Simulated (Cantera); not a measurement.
Stirred combustor or abatement burner

A perfectly stirred reactor is fed with 38.6 % H₂, 12.8 % O₂, 48.2 % N₂, 0.424 % CO₂, equivalence ratio 1.5, at 2630 Torr; it is adiabatic with a 700 K inlet, and is followed from long to short residence time, starting on the burning branch (τ in s: 0.28, 0.098, 0.034, 0.012, 0.004, 0.0014, 0.00048, 0.00017, 5.7e-05, 2e-05, 6.8e-06).

Model: GRI-Mech 3.0 (53 species, 325 reactions), integrated in Cantera. The hydrogen kinetics of GRI-Mech 3.0 are dated; newer H2 mechanisms differ, most at raised pressure.

```csv
τ (s),T (K),x H₂,x O₂,x O,x HO₂,x NO
0.28,2528,0.142,5.88e-5,6.81e-5,7.77e-8,0.000332
0.098,2527,0.142,6.20e-5,6.95e-5,8.05e-8,0.000328
0.034,2526,0.142,7.10e-5,7.34e-5,8.87e-8,0.000318
0.012,2522,0.142,9.51e-5,8.42e-5,1.12e-7,0.000295
0.0040,2511,0.142,0.000160,0.000117,1.85e-7,0.000247
0.0014,2488,0.141,0.000308,0.000204,3.86e-7,0.000187
0.00048,2443,0.140,0.000640,0.000430,9.28e-7,0.000132
0.00017,2370,0.138,0.00132,0.000925,2.12e-6,9.26e-5
5.7e-5,2251,0.136,0.00275,0.00195,4.72e-6,6.56e-5
2.0e-5,2093,0.134,0.00535,0.00350,1.00e-5,4.76e-5
6.8e-6,1888,0.135,0.0107,0.00531,2.32e-5,2.90e-5
```
x: mole fraction; the columns are a selection and need not sum to one.
